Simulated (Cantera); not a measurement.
Charge: 1 mol n-butane, 2.7 mol H2O, 0.47 mol N2, held at 50.0 Pa.

Cantera equilibrium calculation (NASA polynomials, part measured and part estimated; ideal gas, pure solids and liquids). Candidate condensed phases: C, C6H6, C7H8, C8H18, H2O; 136 gas species. Rates play no part. All values below are at 2623 K.

Base state: H 0.667, CO 0.163, H2 0.126, N2 0.0244, C3 0.00614, HCN 0.00526, C2H2 (acetylene) 0.00222, CN 0.00191 (mole fractions); condensed: C(graphite).

Q: What changes in the equilibrium state with this change: H2O from 2.7 to 0.096 mol?

A: 
```tsv
species	before	after
H	0.667	0.758
H2	0.126	0.162
N2	0.0244	0.0448
CO	0.163	0.0104
HCN	0.00526	0.00809
HNC	0.000704	0.00108
CN	0.00191	0.00258
C(graphite), mol	0.704	3.52
```

Q: What changes in the equilibrium state with this change: pressure from 50.0 Pa to 10.0 mbar?

A: 
| species | before | after |
|---|---|---|
| H2 | 0.126 | 0.451 |
| H | 0.667 | 0.283 |
| CO | 0.163 | 0.213 |
| HCN | 0.00526 | 0.0111 |
| N2 | 0.0244 | 0.0305 |
| C5 | 3.05e-5 | 1.52e-6 |
| C2 | 0.000579 | 2.90e-5 |
| C(graphite), mol | 0.704 | 0.902 |
